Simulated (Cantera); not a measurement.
Feed: 1 mol Si, 0.62 mol HCl, 2.2 mol H2, held at 13300 Pa.

Cantera equilibrium calculation (NASA polynomials, part measured and part estimated; ideal gas, pure solids and liquids). Candidate condensed phases: Si; 19 gas species. The tables' values for SiCl3 are old estimates; treat these amounts as uncertain. Rates play no part.

log p: log10 of the partial pressure in bar; n: condensed amount in mol.

| T (K) | log p H2 | log p HCl | log p SiCl2 | log p SiCl4 | log p SiHCl3 | n Si(s) |
|---|---|---|---|---|---|---|
| 800 | -0.90 | -3.61 | -6.30 | -2.24 | -2.58 | 0.832 |
| 875 | -0.91 | -3.21 | -5.41 | -2.25 | -2.60 | 0.834 |
| 950 | -0.91 | -2.88 | -4.67 | -2.26 | -2.62 | 0.838 |
| 1025 | -0.91 | -2.60 | -4.04 | -2.28 | -2.65 | 0.844 |
| 1100 | -0.91 | -2.37 | -3.52 | -2.33 | -2.70 | 0.851 |
| 1175 | -0.92 | -2.18 | -3.09 | -2.41 | -2.78 | 0.858 |
| 1250 | -0.93 | -2.04 | -2.75 | -2.56 | -2.90 | 0.862 |
| 1325 | -0.94 | [?] | [?] | [?] | [?] | 0.862 |
| 1400 | -0.95 | -1.88 | [?] | [?] | [?] | 0.859 |
| 1475 | -0.95 | -1.85 | -2.25 | -3.53 | -3.65 | 0.855 |
| 1550 | -0.95 | -1.84 | -2.20 | -3.96 | -3.98 | 0.852 |

### Question
Fill in the missing entries.

### Answer

- 1325, log p HCl: -1.94
- 1325, log p SiCl2: -2.50
- 1325, log p SiCl4: -2.79
- 1325, log p SiHCl3: -3.08
- 1400, log p SiCl2: -2.34
- 1400, log p SiCl4: -3.12
- 1400, log p SiHCl3: -3.34
